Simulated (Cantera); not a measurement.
An isothermal, constant-pressure homogeneous reactor starts with CH4 : CO2 = 0.23 : 0.35 (molar parts), at 2000 K and 13300 Pa.

Model: GRI-Mech 3.0 (53 species, 325 reactions), integrated in Cantera.

x: mole fraction; the columns are a selection and need not sum to one.

| t (s) | x CH4 | x CO2 | x H2 | x CO | x HCO | x CH2CO |
|---|---|---|---|---|---|---|
| 8.00e-6 | 0.396 | 0.603 | 0.000397 | 1.54e-5 | 1.79e-10 | 3.10e-12 |
| 5.04e-5 | 0.389 | 0.602 | 0.00322 | 0.000147 | 5.69e-8 | ___ |
| 0.000318 | 0.275 | 0.555 | 0.0981 | 0.0108 | 6.30e-6 | ___ |
| 0.00201 | 0.0536 | 0.322 | 0.253 | 0.143 | 1.65e-6 | ___ |
| 0.0126 | 0.00689 | 0.0965 | 0.205 | 0.386 | 5.32e-7 | ___ |
| 0.0798 | 0.00277 | 0.0393 | 0.321 | 0.504 | 1.32e-7 | ___ |
| 0.503 | 3.37e-7 | 0.0284 | 0.354 | 0.529 | 6.66e-8 | 6.02e-10 |
| 3.17 | 2.08e-10 | 0.0284 | 0.354 | 0.529 | 6.69e-8 | <1e-12 |
| 20.0 | 2.08e-10 | 0.0284 | 0.354 | 0.529 | 6.69e-8 | <1e-12 |

Question: Fill in the missing entries.

Answer: 
- 5.04e-5, x CH2CO: 1.06e-9
- 0.000318, x CH2CO: 3.88e-6
- 0.00201, x CH2CO: 0.000139
- 0.0126, x CH2CO: 0.000195
- 0.0798, x CH2CO: 1.76e-5
